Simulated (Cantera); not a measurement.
An adiabatic, constant-pressure homogeneous reactor starts with 4.26 % C₃H₈, 10.6 % O₂, 85.1 % N₂, equivalence ratio 2.0, at 1750 K and 9.87 atm.

Cantera simulation using GRI-Mech 3.0 (53 species, 325 reactions); the numbers are that mechanism's predictions, not measurements. GRI-Mech 3.0 was tuned for natural gas; its chemistry of propane as a main component is partial and can be far from experiment.

x: mole fraction; the columns are a selection and need not sum to one.

```csv
t (s),T (K),x C₃H₈,x O₂,x N₂O,x H₂O,x CO
1.00e-6,1721,0.0313,0.103,(withheld),0.00237,0.000503
3.51e-6,1796,0.00470,0.0778,(withheld),0.0198,0.0141
1.23e-5,2468,9.57e-11,0.000117,(withheld),0.0739,0.0884
4.33e-5,2469,1.54e-11,1.42e-6,(withheld),0.0668,0.0925
0.000152,2462,<1e-12,1.17e-6,(withheld),0.0623,0.0984
0.000534,2460,<1e-12,1.27e-6,(withheld),0.0617,0.0991
0.00187,2461,<1e-12,1.29e-6,(withheld),0.0618,0.0991
0.00658,2462,<1e-12,1.30e-6,9.13e-9,0.0618,0.0991
0.0231,2462,<1e-12,1.30e-6,8.85e-9,0.0618,0.0991
0.0811,2462,<1e-12,1.30e-6,8.85e-9,0.0618,0.0991
0.285,2462,<1e-12,1.30e-6,8.85e-9,0.0618,0.0991
1.00,2462,<1e-12,1.30e-6,8.85e-9,0.0618,0.0991
```

Some entries are withheld; supply them.


- 1.00e-6, x N₂O: 5.51e-9
- 3.51e-6, x N₂O: 4.68e-8
- 1.23e-5, x N₂O: 2.72e-8
- 4.33e-5, x N₂O: 3.81e-8
- 0.000152, x N₂O: 6.69e-8
- 0.000534, x N₂O: 4.48e-8
- 0.00187, x N₂O: 1.46e-8
